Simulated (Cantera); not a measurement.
Feed: 1 mol SiH4, 6.3 mol NH3, 26 mol N2, equilibrated at 0.140 bar.

Equilibrium computed with Cantera from the NASA thermochemical tables; the gas is ideal and each condensed phase is pure. Candidate condensed phases: Si, Si3N4; 18 gas species. Gases not in the tables: Si2H6 and higher silanes. Rates play no part.

Task: Which condensed phases are stable at each of these points (T (°C)): 1375, 1425, 1475, 1525, 1575, 1625, 1675, 1725, 1775, 1825?

Result: 
| T (°C) | condensed phases | Si condensed (%) |
|---|---|---|
| 1375 | Si3N4(s) | 100.0 |
| 1425 | Si3N4(s) | 100.0 |
| 1475 | Si3N4(s) | 100.0 |
| 1525 | Si3N4(s) | 100.0 |
| 1575 | Si3N4(s) | 99.9 |
| 1625 | Si3N4(s) | 99.7 |
| 1675 | Si3N4(s) | 99.1 |
| 1725 | Si(l) | 98.1 |
| 1775 | Si(l) | 96.7 |
| 1825 | Si(l) | 94.6 |

From 1375 °C to 1675 °C the condensed part is Si3N4(s). From 1725 °C to 1825 °C the condensed part is Si(l).
